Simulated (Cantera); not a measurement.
Input: 1 mol SiH₄, 22 mol CO₂, 4.8 mol N₂, equilibrated at 950 °C and 0.140 bar.

Method: chemical equilibrium by Gibbs-energy minimisation in Cantera with the NASA 1993 tables (ideal gas, pure condensed phases). Candidate condensed phases: C, C₆H₆, C₇H₈, C₈H₁₈, H₂O, Si, SiC, SiO₂, Si₂N₂O, Si₃N₄; 151 gas species. The tables hold silica as quartz up to 1696 K and as liquid above; real silica turns to tridymite and cristobalite and melts near 1996 K. Kinetics and transport are ignored.

Base state: CO₂ 0.634, N₂ 0.167, CO 0.130, H₂O 0.0609, H₂ 0.00857 (mole fractions); condensed: SiO₂(β-quartz).

Task: What changes in the equilibrium state with this change: temperature from 950 °C to 702 °C?

Result: 
```csv
species,before,after
CO₂,0.634,0.641
N₂,0.167,0.167
CO,0.130,0.123
H₂O,0.0609,0.0532
H₂,0.00857,0.0163
"SiO₂(β-quartz), mol",1.00,1.00
```

Task: What changes in the equilibrium state with this change: temperature from 950 °C to 550 °C?

Result: 
| species | before | after |
|---|---|---|
| CO₂ | 0.634 | 0.652 |
| N₂ | 0.167 | 0.167 |
| CO | 0.130 | 0.112 |
| H₂O | 0.0609 | 0.0428 |
| H₂ | 0.00857 | 0.0266 |
| CH₄ | <1e-9 | 1.19e-5 |
| SiO₂(β-quartz), mol | 1.00 | 0 |
| SiO₂(α-quartz), mol | 0 | 1.00 |
